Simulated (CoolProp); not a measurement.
50 sccm (0 °C, 1 atm) of nitrogen bubbles through liquid n-heptane at 321 K and leaves saturated at a total pressure of 0.0549 MPa (ideal gas phase). Each further row changes one setting.

Computed with CoolProp (reference Helmholtz-energy equation of state, Span 2003). It is a short technical equation, of lower accuracy than the large ones.

| case | vapour pressure (kPa) | mole fraction of vapour | delivery (mg/min) | delivery (sccm) | change of delivery for a bath 1 K warmer (%) |
|---|---|---|---|---|---|
| as stated | 17.3 | 0.315 | 103 | 23.0 | 6.3 |
| bath temperature 326 K | 21.2 | 0.386 | 141 | 31.4 | 6.8 |
| total pressure 0.11 MPa | 17.3 | 0.157 | 41.6 | 9.31 | 5.1 |
